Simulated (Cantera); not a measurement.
An adiabatic, constant-volume homogeneous reactor starts with C3H8 : O2 : N2 : H2O = 1 : 4.55 : 17.1 : 1.7 (molar parts), equivalence ratio 1.1, at 1125 K and 9.87 atm.

Model: GRI-Mech 3.0 (53 species, 325 reactions), integrated in Cantera. GRI-Mech 3.0 was tuned for natural gas; its chemistry of propane as a main component is partial and can be far from experiment.

Question: Predict: time of steepest temperature rise; temperature at 5.00 s; equilibrium temperature; x(O2) at 5.00 s; x(H2O) at 5.00 s; x(HCO) at 5.00 s; x(H2) at 5.00 s; x(H) at 5.00 s.

Answer: 
```
Item                                                                 Value
---------------------------------  ---------------------------------------
time of steepest temperature rise                                  6.41 ms
temperature at 5.00 s                                               2939 K
equilibrium temperature                                             2939 K
x(O2) at 5.00 s                    0.00653 (gas-phase equilibrium 0.00653)
x(H2O) at 5.00 s                       0.193 (gas-phase equilibrium 0.193)
x(HCO) at 5.00 s                   3.19e-7 (gas-phase equilibrium 3.19e-7)
x(H2) at 5.00 s                      0.0164 (gas-phase equilibrium 0.0164)
x(H) at 5.00 s                     0.00317 (gas-phase equilibrium 0.00317)
```
